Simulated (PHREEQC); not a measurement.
Solution (25 °C): 0.00125 mol/kgw HF and 5e-05 mol/kgw KOH. Closed to the air; pH follows from the charge balance.

The numbers come from PHREEQC with the ion-association model, wateq4f.dat.

Precipitation was switched off in this run.

Task: Order these F species by the share of F that they hold, largest first: H2F2, HF, HF2-, F-.

Result: F- (53 %), HF (46 %), HF2- (0.24 %), H2F2 (0.14 %)

The pH is 3.22 and the ionic strength 0.000666 mol/kgw.
